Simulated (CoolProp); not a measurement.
Vapour-liquid equilibrium of R152A (1) + n-butane (2) at 90.6 kPa; x and y are mole fractions of (1).

The numbers come from the multi-fluid Helmholtz-energy mixture model, Outcalt 1996 and Bücker 2006; pair parameters Bell 2016 in CoolProp.

### Question
Give the bubble temperature and the first vapour's composition at x = 0.55, 0.75, 0.85. Is there an azeotrope?

### Answer
x = 0.55: -28.0 °C, y = 0.729; x = 0.75: -28.4 °C, y = 0.768; x = 0.85: -28.3 °C, y = 0.816. y crosses x between x = 0.75 and 0.85: the model has an azeotrope there.

Pair parameters are fitted to limited data, so mixtures are less certain than the pure fluids. With so large a gap from Raoult's law the liquid may split in two, which this calculation doesn't test in full.
